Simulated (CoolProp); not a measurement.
A closed Brayton cycle with dry air: compressor inlet 314.15 K and 3.1 MPa, high pressure 6.6 MPa, turbine inlet 820 K, compressor efficiency 0.85, turbine efficiency 0.93, recuperator effectiveness 0.9 (on enthalpy, no pinch check). Each further row changes one setting.

Values from CoolProp's reference Helmholtz-energy equation of state, Lemmon 2000. It is a pseudo-pure fit of the blend.

```csv
case,thermal efficiency (%),net work (kJ/kg),compressor to turbine work,compressor exit (K),turbine exit (K)
as stated,33.7,62.4,0.59,403.8,681.7
turbine inlet 770 K,31.0,53.0,[?],403.8,638.8
compressor inlet 324.15 K,32.4,[?],0.61,416.5,681.7
high pressure 5.61 MPa,33.4,53.2,[?],[?],709.5
recuperator effectiveness 0.5,20.7,62.4,0.59,403.8,681.7
```

Q: Fill in the missing entries.

A: 
- turbine inlet 770 K, compressor to turbine work: 0.63
- compressor inlet 324.15 K, net work (kJ/kg): 59.4
- high pressure 5.61 MPa, compressor to turbine work: 0.56
- high pressure 5.61 MPa, compressor exit (K): 382.9
